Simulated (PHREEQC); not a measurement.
Make-up at 25 °C: 0.3 mol/kgw FeCl3, 0.0051 mol/kgw NaHCO3, 0.00017 mol/kgw NaCl and 0.056 mol/kgw KOH. Closed to the air; pH follows from the charge balance.

All values are PHREEQC results (ion-association model, phreeqc.dat), not measurements.

No solid was allowed to form.

Problem. Estimate the pH.

Solution. pH 2.39.

Problem. In which forms is Cl present?

Solution. Cl- 69 %, FeCl+2 16 %, FeCl2+ 14 % of the Cl.

Examples of supersaturated solids here: Hematite (slow to form), Goethite (slow to form). Others may be too. Caution: at this ionic strength the ion-association model is outside its range; a Pitzer model would be the better tool where its parameters exist.
